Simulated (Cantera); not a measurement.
A Cantera script and what it prints.

```python
import numpy as np
import cantera as ct

gas_names = """
    C CN CO CO2 C2 CCN CNC C2N2 C2O C3 C3O2 C4 C4N2 C5 N NCO NO NO2 NO3 N2 N2O O O2 O3 Pb PbO Pb2
""".split()
cond_names = """
    C(gr) Pb(cr) Pb(L) PbO(rd) PbO(yw) PbO(L) PbO2(s) Pb3O4(s)
""".split()


# ... load() reads the species with a 1 bar reference pressure and builds the phases ...
atoms = {
    'PbO': {'Pb': 1, 'O': 1},
    'CO': {'C': 1, 'O': 1},
    'N2': {'N': 2},
}
top_T = {'C(gr)': 4500, 'Pb3O4(s)': 820}  # K; cautious upper limits of use, not melting points


# ... equilibrate(T, P, feed) seeds the gas with the atoms and calls Mixture.equilibrate('TP', solver="vcs", rtol=1e-11, max_steps=5000) ...
results = []
feed = {'PbO': 1, 'CO': 19, 'N2': 5.5}  # mol
P = 3200  # Pa
for T in [1173, 1248, 1323, 1398, 1473, 1548, 1623, 1698, 1773, 1848, 1923, 1998, 2073]:
    mix = equilibrate(T, P, feed)
    results.append((T, P, feed, dict(zip(mix.species_names, mix.species_moles))))
    x = sorted(zip(gas.X, gas.species_names), reverse=True)
    print(f"T = {T:g} K  P = {P:g} Pa  gas = {mix.phase_moles(0):.4g} mol")
    print("   x: " + "  ".join(f"{s} {v:.3e}" for v, s in x if v > 1e-05))
    print("   condensed (mol): " + ("  ".join(f"{mix.phase(i).name} {mix.phase_moles(i):.4g}"
          for i in range(1, mix.n_phases) if mix.phase_moles(i) > 1e-12) or "none"))
```

Result:

```
T = 1173 K  P = 3200 Pa  gas = 24.83 mol
   x: CO 7.250e-01  N2 2.215e-01  CO2 4.028e-02  Pb 1.318e-02
   condensed (mol): Pb(L) 0.6728
T = 1248 K  P = 3200 Pa  gas = 25.5 mol
   x: CO 7.059e-01  N2 2.157e-01  CO2 3.922e-02  Pb 3.921e-02
   condensed (mol): none
T = 1323 K  P = 3200 Pa  gas = 25.5 mol
   x: CO 7.059e-01  N2 2.157e-01  CO2 3.922e-02  Pb 3.921e-02
   condensed (mol): none
T = 1398 K  P = 3200 Pa  gas = 25.5 mol
   x: CO 7.059e-01  N2 2.157e-01  CO2 3.921e-02  Pb 3.921e-02
   condensed (mol): none
T = 1473 K  P = 3200 Pa  gas = 25.5 mol
   x: CO 7.059e-01  N2 2.157e-01  CO2 3.921e-02  Pb 3.921e-02
   condensed (mol): none
T = 1548 K  P = 3200 Pa  gas = 25.5 mol
   x: CO 7.059e-01  N2 2.157e-01  CO2 3.921e-02  Pb 3.921e-02
   condensed (mol): none
T = 1623 K  P = 3200 Pa  gas = 25.5 mol
   x: CO 7.059e-01  N2 2.157e-01  CO2 3.921e-02  Pb 3.921e-02
   condensed (mol): none
T = 1698 K  P = 3200 Pa  gas = 25.5 mol
   x: CO 7.059e-01  N2 2.157e-01  CO2 3.921e-02  Pb 3.921e-02
   condensed (mol): none
T = 1773 K  P = 3200 Pa  gas = 25.5 mol
   x: CO 7.059e-01  N2 2.157e-01  CO2 3.920e-02  Pb 3.920e-02  PbO 1.422e-05
   condensed (mol): none
T = 1848 K  P = 3200 Pa  gas = 25.5 mol
   x: CO 7.059e-01  N2 2.157e-01  Pb 3.919e-02  CO2 3.919e-02  PbO 2.156e-05
   condensed (mol): none
T = 1923 K  P = 3200 Pa  gas = 25.5 mol
   x: CO 7.059e-01  N2 2.157e-01  Pb 3.918e-02  CO2 3.918e-02  PbO 3.158e-05
   condensed (mol): none
T = 1998 K  P = 3200 Pa  gas = 25.5 mol
   x: CO 7.059e-01  N2 2.157e-01  Pb 3.917e-02  CO2 3.917e-02  PbO 4.485e-05
   condensed (mol): none
T = 2073 K  P = 3200 Pa  gas = 25.5 mol
   x: CO 7.060e-01  N2 2.157e-01  Pb 3.915e-02  CO2 3.914e-02  PbO 6.197e-05
   condensed (mol): none
```

Equilibrium computed with Cantera from the NASA thermochemical tables; the gas is ideal and each condensed phase is pure.
